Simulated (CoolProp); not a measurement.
The fluid at 293.15 K and 1.36 MPa flows at 0.05 m/s in a round tube of 4.6 mm bore and 1.5 µm roughness, fully developed (64/Re and Nu = 3.66 if laminar; Colebrook and Gnielinski if turbulent). The same conditions are run with several fluids, on thermodynamics alone (safety and materials aside).

Values from CoolProp's reference Helmholtz-energy equation of state of each fluid (water: Wagner 2002; benzene: Thol 2012; R141b: Lemmon 2006; R227EA: Lemmon 2016; R236EA: Rui 2013).

```
fluid    Reynolds number  Darcy friction factor  pressure drop (Pa/m)  heat-transfer coefficient (W/(m² K))  mass flow (kg/h)
-------  ---------------  ---------------------  --------------------  ------------------------------------  ----------------
water                229                  0.279                  75.7                                   476              2.99
benzene              309                  0.207                  49.5                                   114              2.63
R141b                654                 0.0978                  33.1                                  73.8              3.73
R227EA              1240                 0.0515                  19.8                                  49.0              4.23
R236EA               793                 0.0807                  31.7                                  65.4              4.33
```

Transport values come from each fluid's own correlations; those of R141b, R227EA, R236EA are estimates that may be off by 10 % or more.
